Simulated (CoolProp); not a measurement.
Properties of R245ca along the isobar 8.07 bar (Tc = 447.6 K, pc = 39.41 bar, ω = 0.355).

Model: reference Helmholtz-energy equation of state, Zhou 2016, in CoolProp.

```
T (K)   phase  density (kg/m³)  cv (kJ/(kg K))  speed of sound (m/s)  fugacity coefficient
-----  ------  ---------------  --------------  --------------------  --------------------
228.4  liquid             1553             [?]                  1039              0.002947
260.1  liquid              [?]          0.9570                   [?]                   [?]
291.7  liquid             1405          0.9869                 768.4               0.09593
323.4  liquid             1324           1.024                 638.0                   [?]
355    liquid             1232             [?]                 507.8                0.6585
386.7     gas            38.88           1.037                 140.4                   [?]
418.3     gas              [?]           1.078                 151.4                0.9099
450       gas            31.21           1.117                 160.6                0.9303
```

### Question
What belongs in the gaps?

### Answer

- 228.4, cv (kJ/(kg K)): 0.9399
- 260.1, density (kg/m³): 1481
- 260.1, speed of sound (m/s): 901.4
- 260.1, fugacity coefficient: 0.02220
- 323.4, fugacity coefficient: 0.2870
- 355, cv (kJ/(kg K)): 1.065
- 386.7, fugacity coefficient: 0.8810
- 418.3, density (kg/m³): 34.48
